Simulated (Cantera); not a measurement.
Input (Python, Cantera) and output of one run.

```python
import numpy as np
import cantera as ct

gas_names = """
    Br Br2 N N2 Si SiBr SiBr2 SiBr3 SiBr4 SiN Si2 Si2N Si3
""".split()
cond_names = """
    Br2(cr) Br2(L) Si(cr) Si(L) Si3N4(a)
""".split()


# ... load() reads the species with a 1 bar reference pressure and builds the phases ...
atoms = {
    'Si': {'Si': 1},
    'Br2': {'Br': 2},
    'N2': {'N': 2},
}
top_T = {'Si3N4(a)': 2400}  # K; cautious upper limits of use, not melting points


# ... equilibrate(T, P, feed) seeds the gas with the atoms and calls Mixture.equilibrate('TP', solver="vcs", rtol=1e-11, max_steps=5000) ...
results = []
T = 1048  # K
P = 133.322  # Pa
for m in [0.29, 0.64, 1.4, 3.1, 6.8, 15, 33, 72]:
    feed = {'Si': 1, 'Br2': 1.2, 'N2': m}  # mol
    mix = equilibrate(T, P, feed)
    results.append((T, P, feed, dict(zip(mix.species_names, mix.species_moles))))
    x = sorted(zip(gas.X, gas.species_names), reverse=True)
    print(f"T = {T:g} K  P = {P:g} Pa  n(N2) = {m:g} mol  gas = {mix.phase_moles(0):.4g} mol")
    print("   x: " + "  ".join(f"{s} {v:.3e}" for v, s in x if v > 0.0001))
    print("   condensed (mol): " + ("  ".join(f"{mix.phase(i).name} {mix.phase_moles(i):.4g}"
          for i in range(1, mix.n_phases) if mix.phase_moles(i) > 1e-12) or "none"))
```

It prints:

```
T = 1048 K  P = 133.322 Pa  n(N2) = 0.29 mol  gas = 0.6251 mol
   x: SiBr4 9.569e-01  N2 3.819e-02  SiBr3 2.846e-03  SiBr2 1.463e-03  Br 6.230e-04
   condensed (mol): Si3N4(a) 0.1331
T = 1048 K  P = 133.322 Pa  n(N2) = 0.64 mol  gas = 0.9748 mol
   x: SiBr4 6.140e-01  N2 3.833e-01  SiBr3 1.389e-03  Br 8.189e-04  SiBr2 5.434e-04
   condensed (mol): Si3N4(a) 0.1332
T = 1048 K  P = 133.322 Pa  n(N2) = 1.4 mol  gas = 1.735 mol
   x: N2 6.533e-01  SiBr4 3.448e-01  SiBr3 8.246e-04  Br 7.748e-04  SiBr2 3.409e-04
   condensed (mol): Si3N4(a) 0.1332
T = 1048 K  P = 133.322 Pa  n(N2) = 3.1 mol  gas = 3.436 mol
   x: N2 8.246e-01  SiBr4 1.740e-01  Br 6.789e-04  SiBr3 4.749e-04  SiBr2 2.240e-04
   condensed (mol): Si3N4(a) 0.1333
T = 1048 K  P = 133.322 Pa  n(N2) = 6.8 mol  gas = 7.137 mol
   x: N2 9.154e-01  SiBr4 8.364e-02  Br 5.752e-04  SiBr3 2.694e-04  SiBr2 1.500e-04
   condensed (mol): Si3N4(a) 0.1333
T = 1048 K  P = 133.322 Pa  n(N2) = 15 mol  gas = 15.34 mol
   x: N2 9.604e-01  SiBr4 3.883e-02  Br 4.786e-04  SiBr3 1.503e-04  SiBr2 1.006e-04
   condensed (mol): Si3N4(a) 0.1335
T = 1048 K  P = 133.322 Pa  n(N2) = 33 mol  gas = 33.34 mol
   x: N2 9.817e-01  SiBr4 1.780e-02  Br 3.952e-04
   condensed (mol): Si3N4(a) 0.1338
T = 1048 K  P = 133.322 Pa  n(N2) = 72 mol  gas = 72.35 mol
   x: N2 9.914e-01  SiBr4 8.153e-03  Br 3.257e-04
   condensed (mol): Si3N4(a) 0.1345
```

Cantera equilibrium calculation (NASA polynomials, part measured and part estimated; ideal gas, pure solids and liquids). N2 is the only nitrogen source here; it is nearly inert below about 1500 K, so the nitride shown seldom forms there in practice. The tables' values for SiBr3 are old estimates; treat these amounts as uncertain.
